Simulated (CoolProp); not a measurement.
R124 at 422.31 K and 3.46 MPa is throttled through a valve to 1.89 MPa with no heat exchange. Each further row changes one setting.

Model: reference Helmholtz-energy equation of state, de Vries 1995, in CoolProp.

```json
[
 {"case": "as stated", "temperature change (K)": "(withheld)", "final density (kg/m³)": "(withheld)"},
 {"case": "outlet pressure 0.567 MPa", "temperature change (K)": "(withheld)", "final density (kg/m³)": "(withheld)"},
 {"case": "outlet pressure 2.46 MPa", "temperature change (K)": "(withheld)", "final density (kg/m³)": "(withheld)"}
]
```

**Question.** Complete the blanks.

**Answer.** 
- as stated, temperature change (K): -17.1
- as stated, final density (kg/m³): 94.3
- outlet pressure 0.567 MPa, temperature change (K): -30.9
- outlet pressure 0.567 MPa, final density (kg/m³): 25.2
- outlet pressure 2.46 MPa, temperature change (K): -10.9
- outlet pressure 2.46 MPa, final density (kg/m³): 129
